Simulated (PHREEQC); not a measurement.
NaHCO3 is added in steps, without added water, to 1 kg of water holding 6.3 mmol/kgw H3BO3, 150 mmol/kgw Na2SO4 and 0.35 mmol/kgw LiCl, at 25 °C. Oxygen is held at 0.21 atm. CO2 from the air is kept out. Solids allowed: Halite, Mirabilite, Nahcolite, Natron. Others were left out.

Base run: PHREEQC, ion-association model, wateq4f.dat. Each further column changes one thing. The table gives pH.

| NaHCO3 added (mol) | base | H3BO3 left out | LiCl from 0.00035 to 0.00175 mol/kgw | no solid may form |
|---|---|---|---|---|
| 0 | 5.95 | 7.26 | 5.95 | 5.95 |
| 0.02344 | 7.69 | 7.83 | 7.69 | 7.69 |
| 0.05156 | 7.75 | 7.82 | 7.75 | 7.75 |
| 0.075 | 7.76 | 7.81 | 7.76 | 7.76 |
| 0.09844 | 7.76 | 7.80 | 7.76 | 7.76 |
| 0.1266 | 7.76 | 7.79 | 7.76 | 7.76 |
| 0.15 | 7.76 | 7.78 | 7.75 | 7.76 |
